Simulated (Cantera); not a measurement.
Input: 1 mol c-C4F8, 1.7 mol HCl, held at 2077 °C and 10.0 Torr.

Equilibrium computed with Cantera from the NASA thermochemical tables; the gas is ideal and each condensed phase is pure. Candidate condensed phases: C, C6H6, C7H8, C8H18; 118 gas species. The feed counts by its element totals alone. Gases not in the tables: C2F6 and larger saturated fluorocarbons. Equilibrium is a limit: real reactors are often held back by kinetics, nucleation or transport.

Base state: HF 0.242, Cl 0.241, CF2 0.236, F 0.226, CF4 0.0441, CF3 0.00612, CF 0.00451, HCl 0.000496 (mole fractions); condensed: C(graphite).

What changes in the equilibrium state with this change: pressure from 10.0 Torr to 75.0 Torr?


```
species             before     after
----------------  --------  --------
HF                   0.242     0.293
Cl                   0.241     0.289
CF2                  0.236     0.167
F                    0.226    0.0694
CF4                 0.0441     0.165
CClF3              4.86e-5  0.000711
Cl2               0.000145   0.00156
HCl               0.000496   0.00235
C2F4               3.13e-6   1.17e-5
C(graphite), mol      1.96      2.02
```
The tables' values for C2F4 are old estimates; treat these amounts as uncertain.

What changes in the equilibrium state with this change: HCl from 1.7 to 2.9 mol?


| species | before | after |
|---|---|---|
| HF | 0.242 | 0.321 |
| Cl | 0.241 | 0.321 |
| F | 0.226 | 0.181 |
| CF2 | 0.236 | 0.151 |
| CF4 | 0.0441 | 0.0181 |
| HCl | 0.000496 | 0.00110 |
| CF3 | 0.00612 | 0.00313 |
| Cl2 | 0.000145 | 0.000257 |
| H | 1.72e-5 | 2.86e-5 |
| C(graphite), mol | 1.96 | 2.42 |

What changes in the equilibrium state with this change: HCl from 1.7 to 0.39 mol?


| species | before | after |
|---|---|---|
| CF2 | 0.236 | 0.396 |
| F | 0.226 | 0.293 |
| CF4 | 0.0441 | 0.125 |
| HF | 0.242 | 0.0835 |
| Cl | 0.241 | 0.0833 |
| CF3 | 0.00612 | 0.0133 |
| HCl | 0.000496 | 4.57e-5 |
| Cl2 | 0.000145 | 1.73e-5 |
| C(graphite), mol | 1.96 | 1.48 |
